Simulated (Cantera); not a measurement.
An isothermal plug-flow reactor at 800 K and 500000 Pa (inlet), inlet velocity 1.6 m/s, active area per volume 2900 1/m; feed CO : O2 : N2 = 0.0066 : 0.08 : 0.79 (molar parts), equivalence ratio 0.041.

Computed with Cantera and Deutschmann's 1995 Pt surface mechanism with GRI-Mech 3.0 gas chemistry. Catalytic surfaces can have several steady states; this one follows from the mechanism file's or the stated starting coverage. Mass transfer to the wall is taken as infinitely fast.

### Question
What does this change do: temperature 800 to 775 K?

### Answer
```
quantity                  before    after
----------------------  --------  -------
x(CO) at z = 0.0054 m   0.000709  0.00148
x(O2) at z = 0.0054 m     0.0882   0.0885
x(H2O) at z = 0.0054 m    <1e-12   <1e-12
x(CO2) at z = 0.0054 m   0.00685  0.00607
θ(free Pt) at the exit    0.0207   0.0158
θ(O*) at the exit          0.979    0.984
```

### Question
What does this change do: O2 0.08 to 0.18 parts?

### Answer
| quantity | before | after |
|---|---|---|
| x(CO) at z = 0.0054 m | 0.000709 | 0.00253 |
| x(O2) at z = 0.0054 m | 0.0882 | 0.183 |
| x(H2O) at z = 0.0054 m | <1e-12 | <1e-12 |
| x(CO2) at z = 0.0054 m | 0.00685 | 0.00424 |
| θ(free Pt) at the exit | 0.0207 | 0.0157 |
| θ(O*) at the exit | 0.979 | 0.984 |
